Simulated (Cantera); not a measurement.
An isothermal, constant-pressure homogeneous reactor starts with 40.2 % CH₄, 15.7 % CO₂, 44.2 % H₂, at 1600 K and 113 Torr.

Computed with Cantera and GRI-Mech 3.0 (53 species, 325 reactions). GRI-Mech 3.0 stops at C3 and has no aromatics, soot or wall deposition, so with more carbon than oxygen in the feed, carbon stays in small species such as C2H2 where larger ones or solid carbon would form.

x: mole fraction; the columns are a selection and need not sum to one.

```csv
t (s),x CH₄,x CO₂,x H₂,x OH,x H₂O₂
2.00e-6,0.402,0.157,0.442,3.27e-10,<1e-12
1.00e-5,0.402,0.157,0.442,7.25e-10,<1e-12
5.02e-5,0.402,0.157,0.442,___,<1e-12
0.000252,0.401,0.157,0.442,___,<1e-12
0.00126,0.401,0.156,0.442,___,<1e-12
0.00632,0.394,0.154,0.444,___,<1e-12
0.0317,0.357,0.140,0.462,___,<1e-12
0.159,0.235,0.0867,0.516,___,<1e-12
0.796,0.0733,0.0110,0.585,___,<1e-12
3.99,0.0217,0.00515,0.648,___,<1e-12
20.0,0.0118,0.00165,0.697,___,<1e-12
```

Q: What belongs in the gaps?

A: 
- 5.02e-5, x OH: 2.64e-9
- 0.000252, x OH: 1.20e-8
- 0.00126, x OH: 4.68e-8
- 0.00632, x OH: 8.97e-8
- 0.0317, x OH: 1.31e-7
- 0.159, x OH: 3.01e-7
- 0.796, x OH: 6.14e-7
- 3.99, x OH: 4.82e-7
- 20.0, x OH: 1.22e-7
